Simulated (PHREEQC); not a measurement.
A solution holds 0.24 mol/kgw NaCl and 0.00061 mol/kgw CdCl2, at 25 °C. Closed to the air; pH follows from the charge balance.

Model: ion-association model, wateq4f.dat, run in PHREEQC.

| Quantity | Value |
|---|---|
| pH | 6.51 |
| ionic strength | 0.240 mol/kgw |
| activity of water | 0.992 |

| species | molality | activity | log γ |
|---|---|---|---|
| Cl- | 0.240 | 0.168 | -0.156 |
| Na+ | 0.240 | 0.176 | -0.134 |
| CdCl+ | 0.000355 | 0.000262 | -0.131 |
| CdCl2 | 0.000174 | 0.000184 | 0.024 |
| Cd+2 | 5.48e-5 | 1.64e-5 | -0.524 |
| CdCl3- | 2.63e-5 | 1.94e-5 | -0.131 |
| H+ | 3.86e-7 | 3.05e-7 | -0.102 |
| CdOHCl | 3.33e-7 | 3.52e-7 | 0.024 |
| OH- | 4.70e-8 | 3.25e-8 | -0.160 |
| CdOH+ | 5.99e-9 | 4.43e-9 | -0.131 |

Precipitation was switched off in this run. Species that the database lacks are ignored.
